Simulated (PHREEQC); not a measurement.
PHREEQC input (Pitzer model, pitzer.dat):

```
SOLUTION 1
  temp 25
  units mol/kgw
  pH 7 charge
  Cl 0.26
  K 0.26
  Br 0.03
  Mg 0.015
  S(6) 0.00031
  Ca 0.00031
END
USE solution 1
INCREMENTAL_REACTIONS false
REACTION 1
  H2O -1
  0 9.886 18.011 24.689 30.178 34.689 38.397 41.444
  43.949 46.007 47.699 49.089 50.232 51.172 51.944 52.578
  53.1 53.528 53.88 54.17 54.408 54.603 54.764 54.896
  55.005 moles
EQUILIBRIUM_PHASES 1
  Arcanite 0 0
  Bischofite 0 0
  Brucite 0 0
  Carnallite 0 0
  Epsomite 0 0
  Gypsum 0 0
  Anhydrite 0 0
  Hexahydrite 0 0
  Kainite 0 0
  Kieserite 0 0
  Leonite 0 0
  Misenite 0 0
  Polyhalite 0 0
  Portlandite 0 0
  Schoenite 0 0
  Sylvite 0 0
  Syngenite 0 0
  MgCl2_4H2O 0 0
SELECTED_OUTPUT 1
  -reset false
  -pH true
  -pe true
  -ionic_strength true
  -water true
  -activities H2O
  -totals Br Ca Cl K Mg S
  -molalities H+ K+ Mg+2 Ca+2 Cl- SO4-2 Br- OH- HSO4- MgOH+
  -equilibrium_phases Arcanite Bischofite Brucite Carnallite Epsomite Gypsum Anhydrite Hexahydrite Kainite Kieserite
    Leonite Misenite Polyhalite Portlandite Schoenite Sylvite Syngenite MgCl2_4H2O
PRINT
  -reset false
END
```

Selected output (columns that matter, 25 of 25 rows; water left (kg) added in front):

```
water left (kg)	pH	mu	Br	Ca	Cl	K	Mg	S	m_H+	m_K+	m_Mg+2	m_Ca+2	la_H2O	Sylvite
1	6.893	0.30624	0.03	0.00031	0.26	0.26	0.015	0.00031	1.6677e-07	0.26	0.015	0.00031	-0.0039984	0
0.821894	6.8805	0.3726	0.036501	0.00037718	0.31634	0.31634	0.018251	0.00037718	1.7156e-07	0.31634	0.01825	0.00037718	-0.004853	0
0.675514	6.8662	0.45334	0.044411	0.00045891	0.38489	0.38489	0.022205	0.00045891	1.7653e-07	0.38489	0.022205	0.00045891	-0.0058936	0
0.555203	6.8495	0.55158	0.054034	0.00055835	0.4683	0.4683	0.027017	0.00055835	1.817e-07	0.4683	0.027017	0.00055835	-0.0071623	0
0.456313	6.83	0.67112	0.065744	0.00067936	0.56978	0.56978	0.032872	0.00067936	1.8715e-07	0.56978	0.032872	0.00067936	-0.0087115	0
0.375043	6.8067	0.81655	0.079991	0.00082657	0.69325	0.69325	0.039995	0.00082657	1.9301e-07	0.69325	0.039995	0.00082657	-0.010607	0
0.30824	6.7786	0.99351	0.097327	0.0010057	0.8435	0.8435	0.048663	0.0010057	1.9948e-07	0.8435	0.048663	0.0010057	-0.012931	0
0.253345	6.7443	1.2088	0.11842	0.0012236	1.0263	1.0263	0.059208	0.0012236	2.0693e-07	1.0263	0.059208	0.0012236	-0.01579	0
0.208215	6.7017	1.4708	0.14408	0.0014888	1.2487	1.2487	0.072041	0.0014888	2.1591e-07	1.2487	0.072041	0.0014888	-0.019321	0
0.171138	6.6486	1.7894	0.1753	0.0018114	1.5192	1.5192	0.087649	0.0018114	2.2728e-07	1.5192	0.087648	0.0018114	-0.023699	0
0.140655	6.5815	2.1772	0.21329	0.002204	1.8485	1.8485	0.10664	0.002204	2.4238e-07	1.8485	0.10664	0.002204	-0.029162	0
0.115613	6.4971	2.6488	0.25949	0.0026814	2.2489	2.2489	0.12974	0.0026814	2.6318e-07	2.2489	0.12974	0.0026814	-0.036017	0
0.0950203	6.3911	3.2229	0.31572	0.0032625	2.7363	2.7363	0.15786	0.0032625	2.9258e-07	2.7363	0.15786	0.0032625	-0.044686	0
0.0780853	6.2596	3.9219	0.3842	0.00397	3.3297	3.3297	0.1921	0.00397	3.3483e-07	3.3297	0.1921	0.00397	-0.055729	0
0.0641769	6.0995	4.7718	0.46746	0.0048304	4.0513	4.0513	0.23373	0.0048304	3.96e-07	4.0513	0.23373	0.0048304	-0.069873	0
0.0527548	5.9536	5.4637	0.56867	0.0058762	4.5872	4.5872	0.28433	0.0058762	4.6944e-07	4.5872	0.28433	0.0058762	-0.081713	0.018006
0.0433504	5.8755	5.6073	0.69204	0.007151	4.5407	4.5407	0.34602	0.007151	5.3173e-07	4.5407	0.34602	0.007151	-0.083565	0.063161
0.0356396	5.7896	5.7807	0.84176	0.0086982	4.4833	4.4833	0.42088	0.0086982	6.0548e-07	4.4833	0.42088	0.0086982	-0.085913	0.10022
0.0292979	5.6942	5.9904	1.024	0.010581	4.4121	4.4121	0.51198	0.010581	6.9366e-07	4.4121	0.51198	0.010581	-0.088923	0.13073
0.0240733	5.587	6.2444	1.2462	0.012877	4.3236	4.3236	0.6231	0.012877	8.0008e-07	4.3236	0.6231	0.012877	-0.092819	0.15592
0.0197855	5.4661	6.5508	1.5163	0.015668	4.2137	4.2137	0.75813	0.015668	9.288e-07	4.2137	0.75813	0.015668	-0.097888	0.17663
0.0162724	5.3288	6.9192	1.8436	0.019051	4.0776	4.0776	0.92181	0.019051	1.0847e-06	4.0776	0.92181	0.019051	-0.10453	0.19365
0.0133718	5.1704	7.3659	2.2435	0.023183	3.9079	3.9079	1.1218	0.023183	1.2751e-06	3.9079	1.1218	0.023183	-0.11339	0.20774
0.0109937	4.9872	7.9045	2.7288	0.028198	3.6984	3.6984	1.3644	0.028198	1.5049e-06	3.6984	1.3644	0.028198	-0.12524	0.21934
0.00902992	4.7714	8.5606	3.3223	0.03433	3.4398	3.4398	1.6611	0.03433	1.7808e-06	3.4398	1.6611	0.03433	-0.14141	0.22894
```
